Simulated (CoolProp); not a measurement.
Vapour-liquid equilibrium of R13 (1) + propylene (2) at 265.2 K; x and y are mole fractions of (1).

Values from CoolProp's multi-fluid Helmholtz-energy mixture model, Platzer 1990 and Lemmon 2013; pair parameters Bell 2016. This equation is an older, rougher fit; its heat capacities, sound speeds and derivatives of the liquid may be far off and weren't checked against measurements.

Give the bubble pressure and the first vapour's composition at x = 0.15, 0.45, 0.65. Is there an azeotrope?

x = 0.15: 7.269 bar, y = 0.422; x = 0.45: 11.06 bar, y = 0.701; x = 0.65: 12.99 bar, y = 0.807. No azeotrope shows between x = 0.05 and 0.95.

The pair parameters rest on a limited set of measurements; away from them the model extrapolates.
